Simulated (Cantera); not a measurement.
## Equilibrium for silicon etching in halogen gases: Si + NF3 + H2

Feed: 1 mol Si, 3.4 mol NF3, a varied amount of H2, at 848 K and 0.000130 bar.

Method: chemical equilibrium by Gibbs-energy minimisation in Cantera with the NASA 1993 tables (ideal gas, pure condensed phases). Candidate condensed phases: Si, Si3N4; 37 gas species. Equilibrium is a limit: real reactors are often held back by kinetics, nucleation or transport.

From 0.22 mol H2 to 50 mol H2 nothing is condensed. The main Si-bearing gas is SiF4 throughout.

| n(H2) (mol) | log p H2 | log p HF | log p F | log p N2 | log p SiF4 | log p F2 |
|---|---|---|---|---|---|---|
| 0.22 | <-15 | -5.15 | -4.19 | -4.56 | -4.79 | -4.83 |
| 0.54 | <-15 | -4.76 | -4.24 | -4.57 | -4.80 | -4.92 |
| 1.3 | <-15 | -4.40 | -4.37 | -4.58 | -4.81 | -5.19 |
| 3.3 | -5.54 | -4.05 | <-15 | -4.61 | -4.85 | <-15 |
| 8.2 | -4.32 | -4.24 | <-15 | -4.80 | -5.03 | <-15 |
| 20 | -4.07 | -4.51 | <-15 | -5.07 | -5.30 | <-15 |
| 50 | -3.96 | -4.84 | <-15 | -5.40 | -5.63 | <-15 |
log p: log10 of the partial pressure in bar; nothing condenses.
